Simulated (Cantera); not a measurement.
Fluorocarbon and chlorocarbon gases: CH2F2 + F2 + H2

Feed: 1 mol CH2F2, 0.82 mol F2, 6.7 mol H2, at 0.640 bar.

Cantera equilibrium calculation (NASA polynomials, part measured and part estimated; ideal gas, pure solids and liquids). Candidate condensed phases: C, C6H6, C7H8, C8H18; 95 gas species. The numbers say what is thermodynamically allowed, not how fast it happens.

```json
[
 {"T (°C)": "1425", "x H2": "0.617", "x HF": "0.382", "x H": "0.000142", "x C2H2 (acetylene)": "4.45e-5", "x C2H": "5.66e-11", "n C(graphite)": "0.997"},
 {"T (°C)": "1575", "x H2": "0.617", "x HF": "0.382", "x H": "0.000521", "x C2H2 (acetylene)": "0.000159", "x C2H": "1.43e-9", "n C(graphite)": "0.995"},
 {"T (°C)": "1725", "x H2": "0.616", "x HF": "0.382", "x H": "0.00157", "x C2H2 (acetylene)": "0.000467", "x C2H": "2.22e-8", "n C(graphite)": "0.990"},
 {"T (°C)": "1875", "x H2": "0.613", "x HF": "0.382", "x H": "0.00408", "x C2H2 (acetylene)": "0.00117", "x C2H": "2.33e-7", "n C(graphite)": "0.977"},
 {"T (°C)": "2025", "x H2": "0.607", "x HF": "0.381", "x H": "0.00933", "x C2H2 (acetylene)": "0.00260", "x C2H": "1.79e-6", "n C(graphite)": "0.949"},
 {"T (°C)": "2175", "x H2": "0.597", "x HF": "0.379", "x H": "0.0192", "x C2H2 (acetylene)": "0.00516", "x C2H": "1.07e-5", "n C(graphite)": "0.899"},
 {"T (°C)": "2325", "x H2": "0.579", "x HF": "0.375", "x H": "0.0362", "x C2H2 (acetylene)": "0.00931", "x C2H": "5.11e-5", "n C(graphite)": "0.815"},
 {"T (°C)": "2475", "x H2": "0.551", "x HF": "0.370", "x H": "0.0630", "x C2H2 (acetylene)": "0.0154", "x C2H": "0.000203", "n C(graphite)": "0.684"},
 {"T (°C)": "2625", "x H2": "0.511", "x HF": "0.362", "x H": "0.102", "x C2H2 (acetylene)": "0.0234", "x C2H": "0.000689", "n C(graphite)": "0.490"},
 {"T (°C)": "2775", "x H2": "0.457", "x HF": "0.351", "x H": "0.154", "x C2H2 (acetylene)": "0.0326", "x C2H": "0.00202", "n C(graphite)": "0.207"},
 {"T (°C)": "2925", "x H2": "0.398", "x HF": "0.336", "x H": "0.220", "x C2H2 (acetylene)": "0.0345", "x C2H": "0.00428", "n C(graphite)": "0"}
]
```
x: gas mole fraction; n: condensed amount in mol.

From 1425 °C to 2775 °C the condensed part is C(graphite). At 2925 °C nothing is condensed. The main C-bearing gas is CH4 at 1425 °C and C2H2 (acetylene) at 2925 °C. The share of C in condensed phases is highest at 1425 °C (99.7 %) and lowest at 2925 °C (0.0 %).
